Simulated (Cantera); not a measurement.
An isothermal, constant-pressure homogeneous reactor starts with CO : O2 : H2O : N2 = 0.013 : 0.096 : 0.0013 : 1 (molar parts), equivalence ratio 0.068, at 1150 K and 750 Torr.

Cantera simulation using GRI-Mech 3.0 (53 species, 325 reactions); the numbers are that mechanism's predictions, not measurements.

One state of this run: x CO = 0.00357; x O2 = 0.0827; x H2O = 0.00116; x H2 = 2.68e-6; x NO = 5.78e-8; x H = 1.64e-6. x: mole fraction; the columns are a selection and need not sum to one.

Problem. Which value of t (s) does it belong to?
A) 0.0347
B) 0.289
C) 0.100
D) 2.40

Solution. A, 0.0347
